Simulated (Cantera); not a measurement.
# Chemical vapour transport: Si + H2O + H2

Feed: 1 mol Si, 0.29 mol H2O, 1.5 mol H2, at 1373.15 K and 46000 Pa.

Equilibrium computed with Cantera from the NASA thermochemical tables; the gas is ideal and each condensed phase is pure. Candidate condensed phases: H2O, Si, SiO2; 18 gas species. Mutual solubility and eutectic melting of coexisting phases are not modelled. The tables hold silica as quartz up to 1696 K and as liquid above; real silica turns to tridymite and cristobalite and melts near 1996 K. Equilibrium is a limit: real reactors are often held back by kinetics, nucleation or transport.

The x(H2) comes out as 1.000 and the x(SiO) comes out as 8.97e-5. The x(H) is 4.92e-6 and the n(Si(s)) is 0.855 mol. The n(SiO2(β-quartz)) is 0.145 mol and the gas amount is 1.790 mol.
